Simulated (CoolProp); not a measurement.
Properties of ethylene at several states.

Values from CoolProp's reference Helmholtz-energy equation of state, Smukala 2000.

```csv
T (°C),p (MPa),phase,Z,cp (kJ/(kg K)),cv (kJ/(kg K)),expansivity (1/kK),fugacity coefficient
33.15,0.179,gas,0.9907,1.571,1.263,3.362,0.9907
-103.85,0.438,liquid,0.01537,2.415,…,…,0.2256
67.55,0.366,gas,0.9864,1.701,…,3.069,0.9865
86.95,18.3,supercritical,0.6374,3.255,1.616,…,0.5836
32.25,0.018,gas,0.9991,1.554,1.256,3.284,0.9991
-108.35,2.11,liquid,0.07499,…,…,2.410,0.03806
```

### Question
What belongs in the gaps?

### Answer

- -103.85, cv (kJ/(kg K)): 1.370
- -103.85, expansivity (1/kK): 2.517
- 67.55, cv (kJ/(kg K)): 1.386
- 86.95, expansivity (1/kK): 7.001
- -108.35, cp (kJ/(kg K)): 2.400
- -108.35, cv (kJ/(kg K)): 1.383
